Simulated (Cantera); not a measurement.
**Thermodynamics of boron, boron nitride and boron oxide, feed B + H2O + H2 + NH3**

Charge: 1 mol B, a varied amount of H2O, 0.47 mol H2, 26 mol NH3, held at 0.160 bar.

Cantera equilibrium calculation (NASA polynomials, part measured and part estimated; ideal gas, pure solids and liquids). Candidate condensed phases: B, BN, B2O3, B3O3H3, H2O; 39 gas species. Mutual solubility and eutectic melting of coexisting phases are not modelled. Gases not in the tables: H3BO3. Kinetics and transport are ignored.

Stable condensed phases:

```
T in K \ n(H2O) in mol
         0.11 0.14 0.18 0.23  0.3 0.39  0.5 0.65 0.84  1.1  1.4  1.8  2.3
   2000     A    A    A    A    A    A    A    A    A    B    B    B    B
   1950     A    A    A    A    A    A    A    A    A    B    B    B    B
   1900     A    A    A    A    A    A    A    A    A    A    B    B    B
   1850     A    A    A    A    A    A    A    A    A    A    B    B    B
   1800     A    A    A    A    A    A    A    A    A    A    B    B    B
   1750     A    A    A    A    A    A    A    A    A    A    A    B    B
   1700     A    A    A    A    A    A    A    A    A    A    A    B    B
   1650     A    A    A    A    A    A    A    A    A    A    A    B    B
   1600     A    A    A    A    A    A    A    A    A    C    C    D    D
   1550     A    A    A    A    A    A    A    A    C    C    C    D    D
   1500     A    A    A    A    A    A    C    C    C    C    C    D    D
   1450     A    A    A    A    A    C    C    C    C    C    C    D    D
   1400     A    A    A    C    C    C    C    C    C    C    C    D    D
```

A: BN; B: gas only; C: BN + B2O3; D: B2O3.
